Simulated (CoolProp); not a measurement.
Ethane along the isobar 7.06 MPa: Z from the reference equation and from simpler models built on Tc = 32.2 °C, pc = 4.872 MPa, ω = 0.099; each cubic takes its own stable root.

Computed with CoolProp (reference Helmholtz-energy equation of state, Bücker 2006).

```json
[
 {"T (°C)": "-133.55", "phase": "liquid", "reference": "0.3043", "van der Waals": "0.4650", "Redlich-Kwong": "0.3153", "Soave-Redlich-Kwong": "0.3162", "Peng-Robinson": "0.2816"},
 {"T (°C)": "-84.05", "phase": "liquid", "reference": "0.2478", "van der Waals": "0.3726", "Redlich-Kwong": "0.2572", "Soave-Redlich-Kwong": "0.2562", "Peng-Robinson": "0.2273"},
 {"T (°C)": "-34.45", "phase": "liquid", "reference": "0.2227", "van der Waals": "0.3297", "Redlich-Kwong": "0.2361", "Soave-Redlich-Kwong": "0.2337", "Peng-Robinson": "0.2070"},
 {"T (°C)": "15.05", "phase": "liquid", "reference": "0.2266", "van der Waals": "0.3260", "Redlich-Kwong": "0.2533", "Soave-Redlich-Kwong": "0.2510", "Peng-Robinson": "0.2239"},
 {"T (°C)": "64.65", "phase": "supercritical", "reference": "0.5211", "van der Waals": "0.4740", "Redlich-Kwong": "0.5193", "Soave-Redlich-Kwong": "0.5433", "Peng-Robinson": "0.5120"},
 {"T (°C)": "114.15", "phase": "supercritical", "reference": "0.7600", "van der Waals": "0.7196", "Redlich-Kwong": "0.7492", "Soave-Redlich-Kwong": "0.7733", "Peng-Robinson": "0.7409"},
 {"T (°C)": "163.75", "phase": "supercritical", "reference": "0.8568", "van der Waals": "0.8181", "Redlich-Kwong": "0.8447", "Soave-Redlich-Kwong": "0.8700", "Peng-Robinson": "0.8406"},
 {"T (°C)": "213.35", "phase": "supercritical", "reference": "0.9109", "van der Waals": "0.8740", "Redlich-Kwong": "0.8983", "Soave-Redlich-Kwong": "0.9241", "Peng-Robinson": "0.8978"}
]
```
